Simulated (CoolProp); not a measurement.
Properties of octamethylcyclotetrasiloxane (D4) along the isobar 0.101 MPa (Tc = 313.4 °C, pc = 1.347 MPa, ω = 0.598).

Values from CoolProp's reference Helmholtz-energy equation of state, Thol 2015.

```csv
T (°C),phase,density (kg/m³),speed of sound (m/s),expansivity (1/kK),fugacity coefficient
190.55,gas,8.331,107.3,2.776,0.9369
204.75,gas,8.019,109.8,2.617,0.9436
218.95,gas,7.734,112.2,2.480,0.9494
233.15,gas,7.473,114.5,2.361,0.9544
247.35,gas,7.232,116.6,2.255,0.9589
261.55,gas,7.009,118.7,2.162,0.9628
275.75,gas,6.801,120.7,2.077,0.9663
290.05,gas,6.606,122.7,2.001,0.9694
304.25,gas,6.424,124.6,1.931,0.9721
318.45,gas,6.253,126.4,1.868,0.9746
332.65,gas,6.092,128.2,1.809,0.9768
346.85,gas,5.940,130.0,1.755,0.9788
```
